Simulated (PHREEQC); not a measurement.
0.056 g of hydrous ferric oxide (600 m²/g; 0.2 weak and 0.005 strong sites per Fe, Dzombak-Morel constants, diffuse double layer) in 1 kg of water with 0.05 mol/kgw of an inert sodium salt and 0.00082 mmol/kgw PbCl2, at 25 °C; the pH is set by adding NaOH or the inert anion's acid. O2 is buffered at 0.21 atm. CO2 from the air is kept out. Nothing may precipitate in this run.

The series has 17 steps of pH, from 3 to 9.

All values are PHREEQC results (ion-association model, wateq4f.dat), not measurements.

Near which pH is half of the Pb sorbed, and on which side is more sorbed?

Near pH 4.4, with more sorbed at higher pH.

The oxide is taken as insoluble; below pH 4 it would dissolve.
